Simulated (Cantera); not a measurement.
Charge: 1 mol SiC, 0.087 mol CO2, 780 mol N2, 0.071 mol N2O, at 1752 °C and 32.0 Pa.

Method: chemical equilibrium by Gibbs-energy minimisation in Cantera with the NASA 1993 tables (ideal gas, pure condensed phases). Candidate condensed phases: C, Si, SiC, SiO2, Si2N2O, Si3N4; 34 gas species. Rates play no part.

Base state: N2 0.998, Si 0.00121, CO 0.000313, SiC2 5.62e-5, CN 4.35e-5 (mole fractions); condensed: C(graphite).

Task: What changes in the equilibrium state with this change: N2O from 0.071 to 1.7 mol?

Result: 
| species | before | after |
|---|---|---|
| N2 | 0.998 | 0.997 |
| CO | 0.000313 | 0.00139 |
| SiO | 3.42e-7 | 0.00100 |
| SiC2 | 5.62e-5 | <1e-9 |
| CN | 4.35e-5 | 1.47e-8 |
| Si | 0.00121 | 0.000271 |
| C(graphite), mol | 0.713 | 0 |

Task: What changes in the equilibrium state with this change: SiC replaced by Si3N4?

Result: 
```tsv
species	before	after
N2	0.998	0.996
Si	0.00121	0.00360
SiO	3.42e-7	0.000201
CO	0.000313	0.000111
SiC2	5.62e-5	<1e-9
CN	4.35e-5	7.76e-8
SiN	5.31e-6	1.58e-5
C(graphite), mol	0.713	0
```
The tables' values for SiN are old estimates; treat these amounts as uncertain.

Task: What changes in the equilibrium state with this change: pressure from 32.0 Pa to 0.500 bar?

Result: 
```
species             before     after
----------------  --------  --------
N2                   0.998     1.000
CO                0.000313  0.000239
SiO                3.42e-7   7.46e-5
Si                 0.00121   3.93e-5
SiC2               5.62e-5   5.78e-8
CN                 4.35e-5   1.96e-7
C(graphite), mol     0.713         0
SiC(s), mol              0     0.899
```
